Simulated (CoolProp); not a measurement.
Vapour-liquid equilibrium of n-pentane (1) + the fluoroketone C6F12O (FK-5-1-12) (2) at 988 kPa; x and y are mole fractions of (1).

Values from CoolProp's multi-fluid Helmholtz-energy mixture model, Thol 2019 and McLinden 2015; pair parameters Bell 2016.

```
x      bubble temperature (°C)  y at the bubble point  dew temperature at overall composition x (°C)  liquid density (mol/L)
-----  -----------------------  ---------------------  ---------------------------------------------  ----------------------
0.05                     132.1                  0.090                                          133.6                   3.787
0.125                    127.2                  0.214                                          130.7                   3.973
0.2                      123.0                  0.320                                          127.7                   4.159
0.275                    119.6                  0.406                                          124.7                   4.343
0.35                     117.1                  0.475                                          121.8                   4.530
0.425                    115.4                  0.529                                          118.9                   4.724
0.5                      114.3                  0.573                                          116.3                   4.933
0.575                    113.7                  0.612                                          114.3                   5.165
0.65                     113.6                  0.648                                          113.6                   5.424
0.725                    113.8                  0.685                                          114.5                   5.714
0.8                      114.6                  0.731                                          116.6                   6.036
0.875                    116.4                  0.794                                          119.3                   6.385
0.95                     120.1                  0.895                                          122.2                   6.745
```

y crosses x between x = 0.575 and 0.65: the model has an azeotrope there.

The pair parameters rest on a limited set of measurements; away from them the model extrapolates.
